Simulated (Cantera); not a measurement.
**Thermodynamics of abatement and gas-phase synthesis, feed S + H₂O**

Feed: 1 mol S, 2 mol H₂O, held at 0.190 bar.

These are equilibrium values from Cantera (NASA tables, ideal gas, pure condensed phases), not measurements of a reactor. Candidate condensed phases: H₂O, H₂SO₄, S; 34 gas species. Ions and electrons are included (thermal ionisation). Kinetics and transport are ignored.

From 2500 K to 5000 K nothing is condensed.

```tsv
T (K)	x H	x H₂O	x H₂	x O	x S	x SO	x SO₂	x OH	x S₂	x SH	x O₂
2500	0.0320	0.348	0.308	0.000512	0.0204	0.0978	0.118	0.00749	0.0413	0.0195	0.000237
2750	0.0858	0.283	0.299	0.00397	0.0354	0.127	0.104	0.0219	0.0183	0.0176	0.00152
3000	0.182	0.204	0.253	0.0216	0.0486	0.135	0.0783	0.0489	0.00702	0.0131	0.00691
3250	0.314	0.104	0.182	0.0735	0.0653	0.118	0.0417	0.0714	0.00328	0.00949	0.0164
3500	0.438	0.0322	0.105	0.152	0.0897	0.0813	0.0135	0.0622	0.00194	0.00669	0.0180
3750	0.512	0.00683	0.0496	0.218	0.114	0.0433	0.00286	0.0369	0.00114	0.00417	0.0114
4000	0.545	0.00129	0.0222	0.255	0.129	0.0197	0.000494	0.0185	0.000611	0.00235	0.00557
4250	0.559	0.000259	0.0103	0.272	0.137	0.00857	8.52e-5	0.00904	0.000313	0.00130	0.00255
4500	0.565	5.87e-5	0.00507	0.279	0.140	0.00386	1.63e-5	0.00458	0.000164	0.000735	0.00120
4750	0.568	1.52e-5	0.00267	0.283	0.141	0.00185	3.58e-6	0.00245	8.97e-5	0.000434	0.000594
5000	0.569	4.48e-6	0.00149	0.284	0.142	0.000943	8.99e-7	0.00138	5.16e-5	0.000268	0.000312
```
x: gas mole fraction; nothing condenses.
